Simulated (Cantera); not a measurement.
Feed: 1 mol SiH₄, 0.71 mol CH₄, 9.9 mol H₂, 0.094 mol C₂H₄, equilibrated at 1200 °C and 120 Torr.

Equilibrium computed with Cantera from the NASA thermochemical tables; the gas is ideal and each condensed phase is pure. Candidate condensed phases: C, C₆H₆, C₇H₈, C₈H₁₈, Si, SiC; 87 gas species. Mutual solubility and eutectic melting of coexisting phases are not modelled. The numbers say what is thermodynamically allowed, not how fast it happens.

Question: What is the equilibrium state?

Answer: 
* **x(H₂)**: 1.000
* **x(H)**: 3.16e-5
* **x(CH₄)**: 3.07e-6
* **x(SiH₂)**: 1.05e-6
* **n(Si(s))**: 0.102 mol
* **n(SiC(s))**: 0.898 mol
* **gas amount**: 13.51 mol
* **log10 activity of C(graphite) (absent)**: -2.18
